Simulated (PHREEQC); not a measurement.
PHREEQC input (ion-association model, wateq4f.dat):

```
SOLUTION_SPECIES
  PO4-3 + 3H+ = H3PO4  # constants of phreeqc.dat
    -log_k 21.721
    -delta_h -10.1 kJ
  2 NO3- + 12 H+ + 10 e- = N2 + 6 H2O  # shut off: nitrate stays nitrate
    -log_k -100
    -delta_h 0
    -analytic -100
SOLUTION 1
  temp 25
  units mol/kgw
  pH 7 charge
  S(6) 0.08
  Na 0.0876
  P 0.0038
SOLUTION 2
  temp 25
  units mol/kgw
  pH 7 charge
  N(5) 0.082
  Pb 0.041
  F 9e-05
END
SELECTED_OUTPUT 1
  -reset false
  -pH true
  -pe true
  -ionic_strength true
  -water true
  -totals F N Na P Pb S N(5) N(3) N(0) N(-3)
    S(-2) S(6)
  -molalities H+ F- NO3- Na+ PO4-3 Pb+2 SO4-2 HPO4-2 H2PO4- NH3
    NaHPO4- NaSO4- HSO4- H2S HS- S-2 O2 NH4+ NH4SO4- OH-
    HF HF2- PbF+ PbF2 PbF3- PbF4-2 PbOH+ Pb(OH)2 Pb(OH)3- Pb2OH+3
    PbNO3+ PbSO4 Pb(HS)2 Pb(HS)3- Pb3(OH)4+2 NO2- Pb(OH)4-2 Pb(SO4)2-2 H2F2 NaF
    H3PO4
  -equilibrium_phases PbF2 Pb(OH)2 Anglesite Hxypyromorphite Larnakite Mirabilite
PRINT
  -reset false
MIX 1
  1 1
  2 0
EQUILIBRIUM_PHASES 1
  PbF2 0 0
  Pb(OH)2 0 0
  Anglesite 0 0
  Hxypyromorphite 0 0
  Larnakite 0 0
  Mirabilite 0 0
  O2(g) -0.68 10
END
# ... the last block is repeated for the other 20 points of share of solution B
```

Selected output (columns that matter, 21 of 21 rows; share of solution B added in front):

```
share of solution B	pH	mu	F	N	Na	P	Pb	S	m_H+	m_F-	m_NO3-	m_Na+	m_Pb+2	Anglesite
0	1.5689	0.15155	0	0	0.0876	0.0038	0	0.08	0.033371	0	0	0.082889	0	0
0.05	1.5762	0.1445	4.5e-06	0.0041	0.08322	0.00361	1.4923e-05	0.073965	0.032743	1.539e-07	0.0040999	0.078984	4.4814e-06	0.0020351
0.1	1.5836	0.13738	9e-06	0.0082	0.07884	0.00342	1.5153e-05	0.067915	0.032109	3.1078e-07	0.0081998	0.075064	4.7124e-06	0.0040848
0.15	1.5912	0.13022	1.35e-05	0.0123	0.07446	0.00323	1.5438e-05	0.061865	0.031468	4.7076e-07	0.0123	0.071128	4.9855e-06	0.0061346
0.2	1.599	0.12301	1.8e-05	0.0164	0.07008	0.00304	1.5797e-05	0.055816	0.030821	6.3394e-07	0.0164	0.067174	5.3143e-06	0.0081842
0.25	1.607	0.11576	2.25e-05	0.0205	0.0657	0.00285	1.6257e-05	0.049766	0.030169	8.0042e-07	0.020499	0.063203	5.7191e-06	0.010234
0.3	1.6151	0.10846	2.7e-05	0.0246	0.06132	0.00266	1.6861e-05	0.043717	0.029512	9.7021e-07	0.024599	0.059212	6.2313e-06	0.012283
0.35	1.6234	0.10112	3.15e-05	0.0287	0.05694	0.00247	1.7678e-05	0.037668	0.028851	1.1433e-06	0.028699	0.055202	6.903e-06	0.014332
0.4	1.6319	0.093728	3.6e-05	0.0328	0.05256	0.00228	1.8832e-05	0.031619	0.028189	1.3196e-06	0.032799	0.051169	7.8254e-06	0.016381
0.45	1.6404	0.086298	4.05e-05	0.0369	0.04818	0.00209	2.0564e-05	0.025571	0.027528	1.4988e-06	0.036898	0.047114	9.177e-06	0.018429
0.5	1.6489	0.078833	4.5e-05	0.041	0.0438	0.0019	2.3413e-05	0.019523	0.026872	1.6804e-06	0.040997	0.043034	1.1357e-05	0.020477
0.55	1.6574	0.071344	4.95e-05	0.0451	0.03942	0.00171	2.8881e-05	0.013479	0.026226	1.8635e-06	0.045096	0.038926	1.5479e-05	0.022521
0.6	1.6656	0.063859	5.4e-05	0.0492	0.03504	0.00152	4.3338e-05	0.0074433	0.025596	2.0469e-06	0.049192	0.034788	2.6265e-05	0.024557
0.65	1.6743	0.056647	5.85e-05	0.0533	0.03066	0.00133	0.00017035	0.0015203	0.024943	2.2344e-06	0.053259	0.030613	0.00012049	0.02648
0.7	1.729	0.060139	6.3e-05	0.0574	0.02628	0.00114	0.0047588	5.8782e-05	0.022053	2.7281e-06	0.056167	0.026279	0.0035163	0.023941
0.75	1.8093	0.067019	6.75e-05	0.0615	0.0219	0.00095	0.01078	3.019e-05	0.018431	3.5158e-06	0.058682	0.021899	0.0079529	0.01997
0.8	1.9069	0.07389	7.2e-05	0.0656	0.01752	0.00076	0.016822	2.1965e-05	0.014791	4.6675e-06	0.061166	0.01752	0.012379	0.015978
0.85	2.0319	0.080705	7.65e-05	0.0697	0.01314	0.00057	0.022868	1.8002e-05	0.011139	6.5039e-06	0.063622	0.01314	0.01678	0.011982
0.9	2.2071	0.087451	8.1e-05	0.0738	0.00876	0.00038	0.028916	1.5632e-05	0.0074717	9.89e-06	0.066048	0.0087599	0.021154	0.0079844
0.95	2.5045	0.094114	8.55e-05	0.0779	0.00438	0.00019	0.034964	1.4029e-05	0.0037809	1.8228e-05	0.068445	0.0043799	0.025496	0.003986
1	4.111	0.1007	9e-05	0.082	0	0	0.041	0	9.3874e-05	7.0386e-05	0.070818	0	0.029788	0
```

Species that the database lacks are ignored. H3PO4, which wateq4f.dat lacks, is added to it with the constant of phreeqc.dat. The database has no phosphate complexes of Pb.
